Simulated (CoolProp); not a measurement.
A single-stage vapour-compression cycle with R236EA: evaporating at 317.15 K (dew point), condensing at 380.15 K (bubble point), superheat 10 K, subcooling 8 K, compressor efficiency 0.8, no pressure losses. Each further row changes one setting.

Values from CoolProp's reference Helmholtz-energy equation of state, Rui 2013.

| case | cooling COP | pressure ratio | discharge temperature (K) | refrigerating effect (kJ/kg) | volumetric capacity (kJ/m³) |
|---|---|---|---|---|---|
| as stated | 2.65 | 4.78 | 381.2 | 78.8 | 1860 |
| evaporating temperature 322.15 K | 3.05 | 4.12 | 381.8 | 82.5 | 2250 |
| condensing temperature 375.15 K | 3.07 | 4.31 | 376.5 | 86.2 | 2040 |
| subcooling 13 K | 2.90 | 4.78 | 381.2 | 86.3 | 2040 |
| superheat 20 K | 2.80 | 4.78 | 389.5 | 88.4 | 2000 |
| compressor efficiency 0.7 | 2.31 | 4.78 | 384.2 | 78.8 | 1860 |
